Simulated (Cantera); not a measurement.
Charge: 1 mol B2O3, 0.37 mol NH3, 0.056 mol O2, equilibrated at 7.50 mbar.

These are equilibrium values from Cantera (NASA tables, ideal gas, pure condensed phases), not measurements of a reactor. Candidate condensed phases: B, BN, B2O3, B3O3H3, H2O; 39 gas species. Gases not in the tables: H3BO3. Kinetics and transport are ignored.

x: gas mole fraction; n: condensed amount in mol.

```tsv
T (°C)	x H2	x B2O3	x N2	x HBO2	x H2O	x HBO	n B2O3(l)
725	0.599	4.06e-10	0.250	0.000113	0.151	2.19e-9	1.000
825	0.598	3.15e-8	0.250	0.000755	0.151	5.33e-8	1.000
925	0.598	1.15e-6	0.250	0.00360	0.149	7.49e-7	0.999
1025	0.595	2.35e-5	0.248	0.0132	0.144	6.96e-6	0.995
1125	0.587	0.000306	0.245	0.0380	0.129	4.77e-5	0.985
1225	0.570	0.00278	0.238	0.0873	0.101	0.000267	0.964
1325	0.539	0.0189	0.226	0.154	0.0601	0.00134	0.921
1425	0.468	0.101	0.199	0.200	0.0237	0.00637	[?]
1525	0.237	0.444	0.112	0.167	0.00461	0.0219	[?]
1625	0.212	0.461	0.106	0.169	0.00545	0.0252	[?]
```

Problem. What belongs in the gaps?

Solution. 
- 1425, n B2O3(l): 0.809
- 1525, n B2O3(l): 0.0963
- 1625, n B2O3(l): 0
